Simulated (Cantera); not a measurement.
Feed: 1 mol Cr, 1.5 mol NH3, 0.65 mol N2, at 97.0 Pa.

Method: chemical equilibrium by Gibbs-energy minimisation in Cantera with the NASA 1993 tables (ideal gas, pure condensed phases). Candidate condensed phases: Cr, CrN, Cr2N; 11 gas species. Rates play no part.

log p: log10 of the partial pressure in bar; n: condensed amount in mol.

```csv
T (°C),log p H2,log p H,log p N2,log p Cr,log p N,log p NH,n Cr(s)
1475,-3.25,-5.26,-3.45,-4.36,-12.58,…,0.827
1625,-3.34,-4.78,-3.54,-3.68,-11.49,…,0
1775,-3.36,-4.33,-3.55,-3.69,-10.52,…,0
1925,-3.41,-3.96,-3.56,-3.71,-9.69,…,0
2075,-3.51,-3.66,-3.59,-3.73,-8.98,…,0
2225,-3.69,-3.45,-3.62,-3.77,-8.35,…,0
2375,-3.96,-3.31,-3.66,-3.81,-7.80,…,0
```

Task: What belongs in the gaps?

Result: 
- 1475, log p NH: -12.97
- 1625, log p NH: -12.22
- 1775, log p NH: -11.52
- 1925, log p NH: -10.93
- 2075, log p NH: -10.45
- 2225, log p NH: -10.08
- 2375, log p NH: -9.81
